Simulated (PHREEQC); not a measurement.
0.32 g of hydrous ferric oxide (600 m²/g; 0.2 weak and 0.005 strong sites per Fe, Dzombak-Morel constants, diffuse double layer) in 1 kg of water with 0.01 mol/kgw of an inert sodium salt and 4.8e-06 mol CuSO4 and 8.5e-05 mol H3BO3, at 25 °C; the pH is set by adding NaOH or the inert anion's acid. O2 is buffered at 0.21 atm. No CO2 enters from the air. Precipitation was switched off in this run.

The numbers come from PHREEQC with the ion-association model, wateq4f.dat.

```
pH    S sorbed (%)  Cu sorbed (%)  B sorbed (%)  surface charge σ (C/m²)  surface potential ψ (mV)
----  ------------  -------------  ------------  -----------------------  ------------------------
3            100.0            0.1           0.0                    0.321                       202
3.5          100.0            0.4           0.1                    0.272                       196
4            100.0            3.3           0.1                    0.214                       184
4.5           99.9           20.3           0.2                    0.159                       169
5             99.7           63.6           0.2                    0.112                       151
5.5           98.5           92.6           0.2                    0.076                       132
6             92.4           99.0           0.2                    0.049                       110
6.5           65.8           99.9           0.2                    0.030                        86
7             21.4          100.0           0.2                    0.017                        61
7.5            3.3          100.0           0.2                    0.008                        34
8              0.4          100.0           0.2                    0.002                         7
8.5            0.0          100.0           0.2                   -0.005                       -21
9              0.0          100.0           0.1                   -0.013                       -48
9.5            0.0          100.0           0.1                   -0.024                       -74
10             0.0          100.0           0.0                   -0.040                       -99
10.5           0.0           99.9           0.0                   -0.064                      -122
11             0.0           99.9           0.0                   -0.099                      -142
```

The database's constant for dissolved Cu(OH)2 is higher than later reviews accept. The oxide is taken as insoluble; below pH 4 it would dissolve.
